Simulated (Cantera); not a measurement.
# Low-pressure radical oxidation in H2/O2

An isothermal, constant-pressure homogeneous reactor starts with H2 : O2 : N2 = 0.3 : 1 : 0.39 (molar parts), at 975 K and 0.00651 atm.

Model: GRI-Mech 3.0 (53 species, 325 reactions), integrated in Cantera. Radical loss at walls, strong at low pressure, is not modelled. The temperature is held fixed by assumption; the heat of reaction is taken as removed at once.

```tsv
t (s)	x H2	x O2	x H	x NO	x O	x OH
0.000600	0.178	0.592	1.89e-10	<1e-12	6.12e-11	2.57e-11
0.00165	0.178	0.592	1.82e-9	<1e-12	7.54e-10	2.81e-10
0.00456	0.178	0.592	4.64e-7	<1e-12	1.97e-7	7.28e-8
0.0126	0.0450	0.532	0.0676	1.55e-8	0.0223	0.00466
0.0346	0.00533	0.532	0.0305	3.29e-7	0.0196	0.00270
0.0955	0.00102	0.549	0.00211	4.19e-7	0.00351	0.00108
0.263	8.70e-5	0.552	4.52e-5	4.21e-7	0.000286	0.000285
0.726	8.72e-6	0.552	1.58e-6	4.20e-7	3.06e-5	9.36e-5
2.00	1.31e-6	0.552	1.12e-7	4.20e-7	5.25e-6	3.89e-5
```
x: mole fraction; the columns are a selection and need not sum to one.

Equilibrium at this temperature and pressure: H2 1.32e-10, O2 0.552, H <1e-12, NO 2.18e-5, O 6.64e-10, OH 4.36e-7 (gas phase only).
